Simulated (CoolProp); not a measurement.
Properties of propylene along the isotherm 139.45 °C (Tc = 91.1 °C, pc = 4555 kPa, ω = 0.146).

Values from CoolProp's reference Helmholtz-energy equation of state, Lemmon 2013.

| p (kPa) | phase | Z | cp (kJ/(kg K)) | speed of sound (m/s) | Joule-Thomson coefficient (K/MPa) | conductivity (mW/(m K)) | fugacity coefficient |
|---|---|---|---|---|---|---|---|
| 2850 | gas | 0.8441 | 2.223 | 265.0 | 7.751 | 35.4 | 0.8606 |
| 5690 | supercritical | 0.6574 | 2.993 | 227.4 | 8.484 | 44.9 | 0.7314 |
| 8540 | supercritical | ? | 4.455 | 229.5 | 5.714 | 63.5 | 0.6126 |
| 11400 | supercritical | 0.4548 | 3.744 | ? | 2.462 | 74.5 | 0.5232 |
| 14200 | supercritical | 0.4992 | 3.302 | 389.8 | 1.337 | 81.0 | 0.4661 |
| 17100 | supercritical | 0.5579 | 3.076 | 455.2 | 0.8068 | ? | 0.4269 |
| 19900 | supercritical | 0.6179 | 2.947 | 508.5 | 0.5176 | 90.1 | 0.4010 |
| 22800 | supercritical | 0.6811 | 2.859 | 556.7 | ? | 93.7 | 0.3823 |
| 25600 | supercritical | ? | 2.799 | ? | 0.1951 | 96.9 | 0.3697 |
| 28500 | supercritical | 0.8053 | 2.751 | 637.0 | 0.09600 | 99.8 | 0.3608 |
| 31300 | supercritical | 0.8657 | 2.715 | ? | 0.02246 | 102 | 0.3553 |
| 34200 | supercritical | 0.9277 | 2.685 | 704.6 | -0.03792 | ? | 0.3520 |
| 37000 | supercritical | 0.9871 | 2.662 | 734.5 | -0.08525 | 107 | 0.3508 |
| 39900 | supercritical | 1.048 | 2.641 | 763.6 | -0.1258 | 110 | 0.3513 |
| 42700 | supercritical | 1.107 | 2.624 | 790.1 | -0.1588 | 112 | 0.3531 |
| 45500 | supercritical | 1.165 | 2.609 | 815.4 | -0.1870 | 114 | 0.3562 |

Problem. What belongs in the gaps?

Solution. 
- 8540, Z: 0.4737
- 11400, speed of sound (m/s): 312.7
- 17100, conductivity (mW/(m K)): 86.1
- 22800, Joule-Thomson coefficient (K/MPa): 0.3248
- 25600, Z: 0.7422
- 25600, speed of sound (m/s): 598.2
- 31300, speed of sound (m/s): 671.5
- 34200, conductivity (mW/(m K)): 105

The peak of cp marks the crossing from liquid-like to gas-like fluid above the critical point.

Thermal conductivity comes from a separate model (Huber 2003), an estimate that may be off by 10 % or more.
